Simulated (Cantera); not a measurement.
Input: 1 mol SiO2, a varied amount of CO, 0.56 mol H2, at 2398 K and 0.100 bar.

These are equilibrium values from Cantera (NASA tables, ideal gas, pure condensed phases), not measurements of a reactor. Candidate condensed phases: C, C6H6, C7H8, C8H18, H2O, Si, SiC, SiO2; 123 gas species. The tables hold silica as quartz up to 1696 K and as liquid above; real silica turns to tridymite and cristobalite and melts near 1996 K. Equilibrium is a limit: real reactors are often held back by kinetics, nucleation or transport.

**Question.** Which condensed phases are stable at each of these points (n(CO) (mol)): 2.3, 3.7, 5.1, 6.6, 8, 9.4, 11?

**Answer.** 
```json
[
 {"n(CO) (mol)": "2.3", "condensed phases": "SiO2(l)", "Si condensed (%)": "47.9"},
 {"n(CO) (mol)": "3.7", "condensed phases": "SiO2(l)", "Si condensed (%)": "27.9"},
 {"n(CO) (mol)": "5.1", "condensed phases": "SiO2(l)", "Si condensed (%)": "7.9"},
 {"n(CO) (mol)": "6.6", "condensed phases": "gas only", "Si condensed (%)": "0.0"},
 {"n(CO) (mol)": "8", "condensed phases": "gas only", "Si condensed (%)": "0.0"},
 {"n(CO) (mol)": "9.4", "condensed phases": "gas only", "Si condensed (%)": "0.0"},
 {"n(CO) (mol)": "11", "condensed phases": "gas only", "Si condensed (%)": "0.0"}
]
```

From 2.3 mol CO to 5.1 mol CO the condensed part is SiO2(l). From 6.6 mol CO to 11 mol CO nothing is condensed.
